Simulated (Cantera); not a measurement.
A closed system holds: 1 mol (CH3)2SiCl2, 0.034 mol C2H4, 660 mol H2, at 13.3 mbar.

Equilibrium computed with Cantera from the NASA thermochemical tables; the gas is ideal and each condensed phase is pure. Candidate condensed phases: C, C6H6, C7H8, C8H18, Si, SiC; 109 gas species. The feed counts by its element totals alone. Equilibrium is a limit: real reactors are often held back by kinetics, nucleation or transport.

Which condensed phases are stable at each of these points (T (K)): 1498, 1548, 1598, 1648, 1698, 1748, 1798, 1848, 1898, 1948, 1998, 2048?


```json
[
 {"T (K)": "1498", "condensed phases": "C(graphite) + SiC(s)", "Si condensed (%)": "100.0"},
 {"T (K)": "1548", "condensed phases": "C(graphite) + SiC(s)", "Si condensed (%)": "100.0"},
 {"T (K)": "1598", "condensed phases": "C(graphite) + SiC(s)", "Si condensed (%)": "100.0"},
 {"T (K)": "1648", "condensed phases": "C(graphite) + SiC(s)", "Si condensed (%)": "99.9"},
 {"T (K)": "1698", "condensed phases": "C(graphite) + SiC(s)", "Si condensed (%)": "99.9"},
 {"T (K)": "1748", "condensed phases": "C(graphite) + SiC(s)", "Si condensed (%)": "99.8"},
 {"T (K)": "1798", "condensed phases": "C(graphite) + SiC(s)", "Si condensed (%)": "99.5"},
 {"T (K)": "1848", "condensed phases": "C(graphite) + SiC(s)", "Si condensed (%)": "98.8"},
 {"T (K)": "1898", "condensed phases": "C(graphite) + SiC(s)", "Si condensed (%)": "97.1"},
 {"T (K)": "1948", "condensed phases": "C(graphite) + SiC(s)", "Si condensed (%)": "93.5"},
 {"T (K)": "1998", "condensed phases": "C(graphite) + SiC(s)", "Si condensed (%)": "85.8"},
 {"T (K)": "2048", "condensed phases": "SiC(s)", "Si condensed (%)": "69.2"}
]
```

From 1498 K to 1998 K the condensed part is C(graphite) + SiC(s). At 2048 K the condensed part is SiC(s).
